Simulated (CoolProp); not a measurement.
A Linde-Hampson liquefier for CF4 (R14): isothermal reversible compression at 290 K from 1 atm to 10 MPa, throttling to 1 atm, return gas leaving the recuperator 2 K below the feed. Each further row changes one setting.

Computed with CoolProp (reference Helmholtz-energy equation of state, Platzer 1990). This equation is an older, rougher fit; its heat capacities, sound speeds and derivatives of the liquid may be far off and weren't checked against measurements.

```
case                        liquid yield per pass  compression work (kJ/kg of gas)
--------------------------  ---------------------  -------------------------------
as stated                                   0.208                              115
high pressure 20 MPa                        0.297                              128
warm-end temperature 320 K                  0.139                              131
warm-end gap 7 K                            0.195                              115
```
